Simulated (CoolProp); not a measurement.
A closed Brayton cycle with carbon dioxide: compressor inlet 309.15 K and 9.1 MPa, high pressure 24.2 MPa, turbine inlet 645 K, compressor efficiency 0.8, turbine efficiency 0.93, recuperator effectiveness 0.95 (on enthalpy, no pinch check). Each further row changes one setting.

Computed with CoolProp (reference Helmholtz-energy equation of state, Span 1996).

```csv
case,thermal efficiency (%),net work (kJ/kg),compressor to turbine work,compressor exit (K),turbine exit (K)
as stated,30.4,71.9,0.27,339.3,539.5
turbine inlet 595 K,27.6,61.6,0.30,339.3,493.7
compressor inlet 319.15 K,27.8,56.0,0.43,386.0,539.5
high pressure 20.6 MPa,29.3,63.3,0.24,333.6,556.6
recuperator effectiveness 0.5,20.4,71.9,0.27,339.3,539.5
```
